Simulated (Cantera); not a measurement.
A freely propagating, adiabatic, planar premixed flame of 11.8 % CH4, 19.6 % O2, 68.6 % N2, unburnt at 350 K and 39000 Pa; unity-Lewis-number transport, grid criteria slope 0.08 and curve 0.16, no radiation.

Detailed kinetics in Cantera: GRI-Mech 3.0 (53 species, 325 reactions). Unity Lewis numbers drop preferential diffusion, which matters most where H2 and H carry the flame. Burning velocities carry a grid error of a few per cent, more on coarse grids.

x: mole fraction of selected species; z is measured from the peak of heat release.

```
z (mm)  T (K)  u (m/s)       x CH4        x O2       x C2H       x H2O       x HCO         x H
------  -----  -------  ----------  ----------  ----------  ----------  ----------  ----------
-3.33     350    0.416       0.118       0.196       <1e-8     1.10e-5       <1e-8       <1e-8
-2.22     352    0.419       0.118       0.196       <1e-8  (withheld)       <1e-8       <1e-8
-1.66     364    0.432       0.117       0.195       <1e-8     0.00129       <1e-8       <1e-8
-1.11     467    0.558       0.110       0.185       <1e-8      0.0113       <1e-8       <1e-8
-0.555    979     1.19      0.0707       0.132       <1e-8      0.0656     1.04e-7     2.00e-5
-0.277   1420     1.76      0.0342      0.0803       <1e-8       0.117     8.11e-6    0.000502
0        1817     2.29  (withheld)  (withheld)  (withheld)       0.164  (withheld)  (withheld)
0.277    1936     2.45    0.000113      0.0112     1.74e-7       0.177     6.06e-6      0.0145
0.555    1963     2.48     1.65e-6     0.00778       <1e-8       0.177     2.01e-7      0.0161
1.11     1997     2.52       <1e-8     0.00627       <1e-8       0.177     6.98e-8      0.0150
2.22     2043     2.57       <1e-8     0.00497       <1e-8       0.181     5.48e-8      0.0122
4.44     2097     2.62       <1e-8     0.00347       <1e-8       0.185     3.89e-8     0.00893
8.88     2150     2.68       <1e-8     0.00204       <1e-8       0.190     2.53e-8     0.00600
```

Problem. Complete the blanks.

Solution. 
- -2.22, x H2O: 0.000200
- 0, x CH4: 0.00476
- 0, x O2: 0.0302
- 0, x C2H: 4.90e-7
- 0, x HCO: 5.21e-5
- 0, x H: 0.00649
